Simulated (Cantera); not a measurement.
A Cantera script and its output.

```python
import numpy as np
import cantera as ct

gas = ct.Solution("gri30.yaml")
gas.TPX = 500, 500000, {'CH4': 1, 'CO': 0.34, 'O2': 2.55, 'N2': 11.7}
flame = ct.FreeFlame(gas, width=0.013)
flame.set_refine_criteria(ratio=3, slope=0.08, curve=0.16)
flame.transport_model = "mixture-averaged"
flame.solve(loglevel=0, auto=True)
z, T = flame.grid, flame.T
thick = (T[-1] - T[0]) / np.gradient(T, z).max()
show = ['CH4', 'CO', 'O2', 'CH2O', 'C2H4', 'HCO']
print(f"laminar burning velocity  {flame.velocity[0] * 100:.3f} cm/s")
print(f"burnt temperature         {T[-1]:.1f} K")
print(f"thermal thickness         {thick * 1e3:.4f} mm")
print(f"grid points               {len(z)}")
z0 = z[flame.heat_release_rate.argmax()]
print(f"{'z/mm':>9s}{'T/K':>9s}{'u/(m/s)':>9s}" + "".join(f"{s:>11s}" for s in show))
rows = []
for k in (-3, -2, -1.5, -1, -0.5, -0.25, 0, 0.25, 0.5, 1, 2, 4, 8):
    zz = z0 + k * thick
    rows.append([k * thick, np.interp(zz, z, T), np.interp(zz, z, flame.velocity),
                 *(np.interp(zz, z, flame.X[gas.species_index(s)]) for s in show)])
    print(f"{rows[-1][0] * 1e3:9.3f}{rows[-1][1]:9.1f}{rows[-1][2]:9.3f}" + "".join(f"{x:11.3e}" for x in rows[-1][3:]))
```

Output:

```
laminar burning velocity  28.260 cm/s
burnt temperature         2060.0 K
thermal thickness         0.1707 mm
grid points               143
     z/mm      T/K  u/(m/s)        CH4         CO         O2       CH2O       C2H4        HCO
   -0.512    501.6    0.284  6.401e-02  2.180e-02  1.634e-01  7.234e-07  1.258e-07  1.794e-17
   -0.341    507.7    0.287  6.360e-02  2.182e-02  1.629e-01  4.576e-06  7.985e-07  1.364e-15
   -0.256    527.8    0.299  6.244e-02  2.193e-02  1.615e-01  2.236e-05  3.932e-06  1.004e-13
   -0.171    624.2    0.355  5.733e-02  2.264e-02  1.544e-01  1.499e-04  2.715e-05  2.946e-11
   -0.085   1002.5    0.573  3.789e-02  2.623e-02  1.227e-01  7.989e-04  1.768e-04  4.830e-08
   -0.043   1352.9    0.774  1.971e-02  2.994e-02  9.001e-02  9.298e-04  3.201e-04  1.693e-06
    0.000   1704.2    0.972  3.264e-03  3.004e-02  5.359e-02  3.197e-04  1.270e-04  9.138e-06
    0.043   1857.5    1.053  7.632e-05  1.907e-02  3.648e-02  1.491e-05  1.339e-06  1.030e-06
    0.085   1924.6    1.086  1.157e-06  1.139e-02  3.143e-02  2.732e-07  6.357e-09  3.209e-08
    0.171   1989.7    1.118  6.311e-10  5.641e-03  2.796e-02  1.914e-10  5.339e-13  3.103e-09
    0.341   2033.5    1.140  2.155e-14  2.475e-03  2.603e-02  3.088e-12  1.850e-18  3.912e-10
    0.683   2053.8    1.150  8.190e-16  1.005e-03  2.524e-02  5.454e-13  7.641e-25  4.519e-11
    1.365   2059.4    1.153  1.418e-16  5.799e-04  2.504e-02  2.073e-13  2.268e-26  1.396e-11
```

Model: GRI-Mech 3.0 (53 species, 325 reactions), integrated in Cantera. Burning velocities carry a grid error of a few per cent, more on coarse grids.
